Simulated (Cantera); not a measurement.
A perfectly stirred reactor is fed with 0.187 % H2, 21.2 % O2, 78.6 % N2, at 1330 Pa; it is held at 1150 K, and followed from long to short residence time.

Model: GRI-Mech 3.0 (53 species, 325 reactions), integrated in Cantera. Radical loss at walls, strong at low pressure, is not modelled.

Problem. Predict: x(H2) at τ = 3.50 s; x(O2) at τ = 3.50 s; x(NO) at τ = 3.50 s; x(H) at τ = 3.50 s; x(H2) at τ = 0.100 s; x(O2) at τ = 0.100 s; x(NO) at τ = 0.100 s; x(H) at τ = 0.100 s.

Solution. x(H2) at τ = 3.50 s: 1.37e-5
x(O2) at τ = 3.50 s: 0.211
x(NO) at τ = 3.50 s: 1.12e-8
x(H) at τ = 3.50 s: 1.18e-5
x(H2) at τ = 0.100 s: 0.000146
x(O2) at τ = 0.100 s: 0.211
x(NO) at τ = 0.100 s: 2.14e-9
x(H) at τ = 0.100 s: 9.57e-5
